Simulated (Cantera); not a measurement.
# Equilibrium for boron, boron nitride and boron oxide: B + O2

Charge: 1 mol B, 4.5 mol O2, at 1750 K and 1.00 bar.

These are equilibrium values from Cantera (NASA tables, ideal gas, pure condensed phases), not measurements of a reactor. Candidate condensed phases: B, B2O3; 10 gas species. Kinetics and transport are ignored.

The x(O2) is 0.998. The x(B2O3) comes out as 0.00167, the x(BO2) comes out as 0.000455 and the x(O) comes out as 7.47e-5. The n(B2O3(l)) is 0.493 mol and the gas amount is 3.758 mol. The log10 activity of B(s) (absent) is -12.84.
